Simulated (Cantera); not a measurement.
Feed: 1 mol C6H6, 1.3 mol H2O, equilibrated at 1950 °C and 1.00 bar.

Cantera equilibrium calculation (NASA polynomials, part measured and part estimated; ideal gas, pure solids and liquids). Candidate condensed phases: C, C6H6, C7H8, C8H18, H2O; 110 gas species. Rates play no part.

Base state: H2 0.760, CO 0.232, H 0.00559, C2H2 (acetylene) 0.00221, CH4 0.000145, CH3 2.03e-5 (mole fractions); condensed: C(graphite).

Problem. What changes in the equilibrium state with this change: temperature from 1950 °C to 650 °C?

Solution. 
| species | before | after |
|---|---|---|
| H2 | 0.760 | 0.650 |
| H2O | 9.32e-6 | 0.108 |
| CO | 0.232 | 0.108 |
| CO2 | 5.30e-7 | 0.0365 |
| CH4 | 0.000145 | 0.0982 |
| H | 0.00559 | <1e-9 |
| C2H2 (acetylene) | 0.00221 | <1e-9 |
| CH3 | 2.03e-5 | <1e-9 |
| C(graphite), mol | 4.67 | 4.91 |
